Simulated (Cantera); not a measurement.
A jet of 2.86 % CH4, 6.64 % O2, 90.5 % N2 at 300 K and 9400 Pa hits a platinum plate 3.1 cm away at a mass flux of 0.034 kg/m²/s; the plate temperature is set and raised in steps from an oxygen-covered start.

Detailed kinetics in Cantera: Deutschmann's 1995 Pt surface mechanism with GRI-Mech 3.0 gas chemistry. Catalytic surfaces can have several steady states; this one follows from the mechanism file's or the stated starting coverage.

One state of this run: wall x CH4 = 0.00407; wall x O2 = 0.0145; wall x H2O = 0.0454; wall x OH = 1.06e-6; wall x CO = 7.30e-6; wall x CO2 = 0.0300; θ free Pt = 0.607; θ O* = 0.392; θ OH* = 0.00104. x: mole fraction at the wall; θ: surface coverage.

Task: Which value of plate T (K) does it belong to?
A. 1150
B. 950
C. 1000
D. 1100

Result: D, 1100
